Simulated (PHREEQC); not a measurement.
Dissolve 0.004 mol HF, 0.00051 mol NH4HF2 and 0.11 mol H2SiF6 per kg of water at 20 °C. Closed to the air; pH follows from the charge balance.

Equilibrium calculation in PHREEQC: ion-association model, wateq4f.dat.

Each row changes one thing in this solution. No solid was allowed to form.

```csv
case,pH,ionic strength (mol/kgw),HF (mol/kgw),H2F2 (mol/kgw),F- (mol/kgw),HF2- (mol/kgw)
as made,0.77,0.327,0.0104,0.000360,7.17e-5,2.95e-6
HF from 0.004 to 0.0044 mol/kgw,0.77,0.327,0.0104,0.000366,7.23e-5,3.00e-6
NH4HF2 from 0.00051 to 0.000561 mol/kgw,0.77,0.327,0.0104,0.000362,7.18e-5,2.96e-6
diluted 10-fold with water,1.74,0.0311,0.00435,5.92e-5,0.000209,3.36e-6
H2SiF6 replaced by NaBF4 at the same molality,2.65,0.113,0.00822,0.000216,0.00361,0.000112
H2SiF6 replaced by (CH3)4NF at the same molality,4.55,0.111,0.00313,3.12e-5,0.109,0.00129
H2SiF6 left out,2.89,0.00186,0.00309,2.96e-5,0.00183,2.08e-5
NH4HF2 from 0.00051 to 5.1e-05 mol/kgw,0.77,0.327,0.0102,0.000348,7.03e-5,2.84e-6
HF left out,0.77,0.325,0.00965,0.000312,6.70e-5,2.56e-6
```

Species that the database lacks are ignored. Some of these states are supersaturated (in Quartz (slow to form), Chalcedony (slow to form), for instance). Real BF4- forms and hydrolyses slowly; the run takes it at equilibrium.
